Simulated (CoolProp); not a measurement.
Propylene glycol along the isotherm 594.2 K: density (kg/m³) from the reference equation and from simpler models built on Tc = 674.0 K, pc = 7292 kPa, ω = 0.327; each cubic takes its own stable root.

The numbers come from the reference Helmholtz-energy equation of state, Eisenbach 2021 in CoolProp.

```csv
p (kPa),phase,reference
365,gas,5.781
729,gas,11.90
1090,gas,18.39
1460,gas,25.58
1820,gas,33.24
2190,liquid,719.2
2550,liquid,720.5
2920,liquid,721.9
3280,liquid,723.3
3650,liquid,724.6
```

How far does each simpler model (Redlich-Kwong, Soave-Redlich-Kwong) lie from the reference over these 10 states: mean and median of the absolute difference, and the worst?


- Redlich-Kwong: mean 39.0 %, median 8.4 %, worst -94.4 % at 594.2 K and 2190 kPa
- Soave-Redlich-Kwong: mean 21.5 %, median 4.6 %, worst -94.3 % at 594.2 K and 2190 kPa

At some of these states Redlich-Kwong, Soave-Redlich-Kwong gives the other phase, because its saturation line lies elsewhere.
